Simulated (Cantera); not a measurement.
An isothermal, constant-pressure homogeneous reactor starts with C2H6 : N2 = 1 : 7.7 (molar parts), at 1075 K and 0.710 bar.

Computed with Cantera and GRI-Mech 3.0 (53 species, 325 reactions). GRI-Mech 3.0 stops at C3 and has no aromatics, soot or wall deposition, so with more carbon than oxygen in the feed, carbon stays in small species such as C2H2 where larger ones or solid carbon would form.

x: mole fraction; the columns are a selection and need not sum to one.

```csv
t (s),x C2H6,x HCN,x CH2,x C2H,x H2,x C2H2,x CH3
1.00e-6,0.115,<1e-12,<1e-12,<1e-12,1.10e-12,<1e-12,___
3.92e-6,0.115,<1e-12,<1e-12,<1e-12,1.11e-11,<1e-12,___
1.53e-5,0.115,<1e-12,<1e-12,<1e-12,3.57e-10,<1e-12,___
6.01e-5,0.115,<1e-12,<1e-12,<1e-12,1.93e-8,<1e-12,___
0.000235,0.115,<1e-12,<1e-12,<1e-12,8.71e-7,<1e-12,___
0.000922,0.115,<1e-12,<1e-12,<1e-12,2.42e-5,2.71e-10,___
0.00361,0.114,<1e-12,<1e-12,<1e-12,0.000398,7.71e-8,___
0.0141,0.111,<1e-12,1.86e-12,<1e-12,0.00329,5.24e-6,___
0.0554,0.0978,<1e-12,1.66e-12,<1e-12,0.0147,8.27e-5,___
0.217,0.0590,<1e-12,1.09e-12,<1e-12,0.0481,0.000665,___
0.850,0.0132,<1e-12,<1e-12,<1e-12,0.0875,0.00294,___
3.33,0.00475,<1e-12,<1e-12,<1e-12,0.0950,0.00688,___
13.0,0.00406,<1e-12,<1e-12,<1e-12,0.0910,0.0108,___
51.1,0.00307,<1e-12,<1e-12,<1e-12,0.0768,0.0121,___
200,0.00196,<1e-12,<1e-12,<1e-12,0.0580,0.0136,___
```

Task: What belongs in the gaps?

Result: 
- 1.00e-6, x CH3: 4.00e-9
- 3.92e-6, x CH3: 1.55e-8
- 1.53e-5, x CH3: 5.80e-8
- 6.01e-5, x CH3: 1.92e-7
- 0.000235, x CH3: 4.27e-7
- 0.000922, x CH3: 5.34e-7
- 0.00361, x CH3: 1.07e-6
- 0.0141, x CH3: 1.69e-6
- 0.0554, x CH3: 1.52e-6
- 0.217, x CH3: 1.05e-6
- 0.850, x CH3: 4.32e-7
- 3.33, x CH3: 2.91e-7
- 13.0, x CH3: 3.94e-7
- 51.1, x CH3: 5.27e-7
- 200, x CH3: 5.74e-7
